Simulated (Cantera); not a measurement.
A jet of CH₄ : O₂ : N₂ = 0.013 : 0.15 : 0.79 (molar parts) at 300 K and 38.3 Torr hits a platinum plate 7.7 cm away at a mass flux of 0.044 kg/m²/s; the plate temperature is set and raised in steps from an oxygen-covered start.

Detailed kinetics in Cantera: Deutschmann's 1995 Pt surface mechanism with GRI-Mech 3.0 gas chemistry. Catalytic surfaces can have several steady states; this one follows from the mechanism file's or the stated starting coverage.

x: mole fraction at the wall; θ: surface coverage.

```csv
plate T (K),wall x CH₄,wall x O₂,wall x H₂O,wall x OH,wall x CO,wall x CO₂,θ free Pt,θ O*
900,0.00920,0.148,0.00827,2.44e-8,3.61e-6,0.00542,0.212,0.787
950,0.00725,0.144,0.0119,7.91e-8,3.92e-6,0.00780,0.280,0.720
1000,0.00562,0.140,0.0149,2.19e-7,4.11e-6,0.00977,0.349,0.650
1050,(withheld),0.138,(withheld),(withheld),4.27e-6,(withheld),(withheld),(withheld)
1100,(withheld),0.136,(withheld),(withheld),4.50e-6,(withheld),(withheld),(withheld)
```

### Question
What belongs in the gaps?

### Answer

- 1050, wall x CH₄: 0.00440
- 1050, wall x H₂O: 0.0171
- 1050, wall x OH: 5.35e-7
- 1050, wall x CO₂: 0.0112
- 1050, θ free Pt: 0.418
- 1050, θ O*: 0.581
- 1100, wall x CH₄: 0.00352
- 1100, wall x H₂O: 0.0187
- 1100, wall x OH: 1.18e-6
- 1100, wall x CO₂: 0.0123
- 1100, θ free Pt: 0.486
- 1100, θ O*: 0.514
